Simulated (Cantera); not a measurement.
Cantera run:

```python
import numpy as np
import cantera as ct

gas_names = """
    H HNO HNO2 HNO3 HO2 H2 H2O H2O2 N NH NH2 NH3 NH2OH NO NO2 NO3 N2 N2H2 N2H4 N2O O OH O2 O3
""".split()
cond_names = """
    H2O(s) H2O(L)
""".split()


# ... load() reads the species with a 1 bar reference pressure and builds the phases ...
atoms = {
    'NH3': {'N': 1, 'H': 3},
    'H2O': {'H': 2, 'O': 1},
}
top_T = {}  # K; cautious upper limits of use, not melting points


# ... equilibrate(T, P, feed) seeds the gas with the atoms and calls Mixture.equilibrate('TP', solver="vcs", rtol=1e-11, max_steps=5000) ...
results = []
T = 2198.15  # K
P = 2900  # Pa
for m in [0.079, 0.11, 0.16, 0.23, 0.32, 0.46, 0.65, 0.92, 1.3]:
    feed = {'NH3': 1, 'H2O': m}  # mol
    mix = equilibrate(T, P, feed)
    results.append((T, P, feed, dict(zip(mix.species_names, mix.species_moles))))
    x = sorted(zip(gas.X, gas.species_names), reverse=True)
    print(f"T = {T:g} K  P = {P:g} Pa  n(H2O) = {m:g} mol  gas = {mix.phase_moles(0):.4g} mol")
    print("   x: " + "  ".join(f"{s} {v:.3e}" for v, s in x if v > 1e-05))
    print("   condensed (mol): " + ("  ".join(f"{mix.phase(i).name} {mix.phase_moles(i):.4g}"
          for i in range(1, mix.n_phases) if mix.phase_moles(i) > 1e-12) or "none"))
```

Result:

```
T = 2198.15 K  P = 2900 Pa  n(H2O) = 0.079 mol  gas = 2.108 mol
   x: H2 6.980e-01  N2 2.372e-01  H2O 3.726e-02  H 2.734e-02  OH 2.031e-04
   condensed (mol): none
T = 2198.15 K  P = 2900 Pa  n(H2O) = 0.11 mol  gas = 2.139 mol
   x: H2 6.877e-01  N2 2.337e-01  H2O 5.112e-02  H 2.714e-02  OH 2.807e-04
   condensed (mol): none
T = 2198.15 K  P = 2900 Pa  n(H2O) = 0.16 mol  gas = 2.19 mol
   x: H2 6.718e-01  N2 2.283e-01  H2O 7.264e-02  H 2.682e-02  OH 4.036e-04  O 1.124e-05  NO 1.057e-05
   condensed (mol): none
T = 2198.15 K  P = 2900 Pa  n(H2O) = 0.23 mol  gas = 2.261 mol
   x: H2 6.507e-01  N2 2.212e-01  H2O 1.011e-01  H 2.640e-02  OH 5.710e-04  O 1.615e-05  NO 1.496e-05
   condensed (mol): none
T = 2198.15 K  P = 2900 Pa  n(H2O) = 0.32 mol  gas = 2.351 mol
   x: H2 6.254e-01  N2 2.126e-01  H2O 1.353e-01  H 2.588e-02  OH 7.790e-04  O 2.248e-05  NO 2.041e-05
   condensed (mol): none
T = 2198.15 K  P = 2900 Pa  n(H2O) = 0.46 mol  gas = 2.493 mol
   x: H2 5.898e-01  N2 2.006e-01  H2O 1.834e-01  H 2.513e-02  OH 1.087e-03  O 3.231e-05  NO 2.850e-05
   condensed (mol): none
T = 2198.15 K  P = 2900 Pa  n(H2O) = 0.65 mol  gas = 2.685 mol
   x: H2 5.475e-01  H2O 2.405e-01  N2 1.862e-01  H 2.422e-02  OH 1.481e-03  O 4.566e-05  NO 3.881e-05
   condensed (mol): none
T = 2198.15 K  P = 2900 Pa  n(H2O) = 0.92 mol  gas = 2.957 mol
   x: H2 4.968e-01  H2O 3.089e-01  N2 1.690e-01  H 2.307e-02  OH 1.996e-03  O 6.463e-05  NO 5.233e-05  O2 1.695e-05
   condensed (mol): none
T = 2198.15 K  P = 2900 Pa  n(H2O) = 1.3 mol  gas = 3.341 mol
   x: H2 4.396e-01  H2O 3.862e-01  N2 1.496e-01  H 2.170e-02  OH 2.653e-03  O 9.129e-05  NO 6.954e-05  O2 3.384e-05
   condensed (mol): none
```

These are equilibrium values from Cantera (NASA tables, ideal gas, pure condensed phases), not measurements of a reactor.
